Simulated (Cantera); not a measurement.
Input: 1 mol SO2, 0.39 mol N2, equilibrated at 3200 K.

Method: chemical equilibrium by Gibbs-energy minimisation in Cantera with the NASA 1993 tables (ideal gas, pure condensed phases). Candidate condensed phases: S; 17 gas species. The ideal-gas law is rough above about 30 bar. Kinetics and transport are ignored.

x: gas mole fraction; nothing condenses.

```tsv
P (Pa)	x SO2	x O	x S	x N2	x SO	x O2	x NO
10	6.21e-6	0.586	0.293	0.114	0.00304	0.000740	0.00135
200	0.00193	0.546	0.262	0.120	0.0506	0.0128	0.00578
3900	(withheld)	(withheld)	(withheld)	(withheld)	(withheld)	0.0756	(withheld)
77000	0.378	0.0699	0.0212	0.226	0.202	0.0810	0.0199
1500000	(withheld)	(withheld)	(withheld)	0.257	(withheld)	(withheld)	(withheld)
30000000	0.661	0.00157	0.000486	0.270	0.0403	0.0158	0.00963
```

Question: Fill in the missing entries.

Answer: 
- 1500000, x SO2: 0.574
- 1500000, x O: 0.0112
- 1500000, x S: 0.00327
- 1500000, x SO: 0.0975
- 1500000, x O2: 0.0409
- 1500000, x NO: 0.0151
- 3900, x SO2: 0.0949
- 3900, x O: 0.300
- 3900, x S: 0.112
- 3900, x N2: 0.165
- 3900, x SO: 0.233
- 3900, x NO: 0.0165
